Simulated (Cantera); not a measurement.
**Dilute partial oxidation**

An isothermal, constant-pressure homogeneous reactor starts with 0.545 % CH₂O, 0.278 % O₂, 99.2 % N₂, equivalence ratio 2.0, at 1550 K and 1580 Torr.

Cantera simulation using GRI-Mech 3.0 (53 species, 325 reactions); the numbers are that mechanism's predictions, not measurements.

```csv
t (s),x CH₂O,x O₂,x C₂H₆,x H,x CO₂,x O,x CO
4.00e-5,0.00526,0.00276,<1e-12,4.89e-6,2.02e-8,1.51e-7,0.000195
0.000133,0.00107,0.00248,<1e-12,8.35e-5,1.41e-5,6.71e-6,0.00434
0.000439,1.08e-10,0.000365,<1e-12,0.00207,0.00121,0.000288,0.00422
0.00145,5.71e-11,3.93e-5,<1e-12,0.00108,0.00212,4.05e-5,0.00332
0.00482,2.42e-11,2.74e-6,<1e-12,0.000340,0.00214,3.12e-6,0.00330
0.0160,1.16e-11,2.13e-7,<1e-12,9.87e-5,0.00210,2.47e-7,0.00334
0.0529,7.69e-12,1.73e-8,<1e-12,2.82e-5,0.00209,1.99e-8,0.00335
0.175,6.54e-12,1.41e-9,<1e-12,8.03e-6,0.00209,1.61e-9,0.00335
0.581,6.20e-12,1.35e-10,<1e-12,2.50e-6,0.00209,1.56e-10,0.00335
1.92,6.10e-12,2.90e-11,<1e-12,1.19e-6,0.00209,3.56e-11,0.00336
6.38,6.08e-12,2.10e-11,<1e-12,1.02e-6,0.00209,2.61e-11,0.00335
21.1,6.08e-12,1.94e-11,<1e-12,9.81e-7,0.00209,2.41e-11,0.00335
70.0,6.08e-12,1.91e-11,<1e-12,9.77e-7,0.00209,2.38e-11,0.00335
```
x: mole fraction; the columns are a selection and need not sum to one.

Equilibrium at this temperature and pressure: CH₂O 6.08e-12, O₂ 1.90e-11, C₂H₆ <1e-12, H 9.75e-7, CO₂ 0.00209, O 2.37e-11, CO 0.00335 (gas phase only).
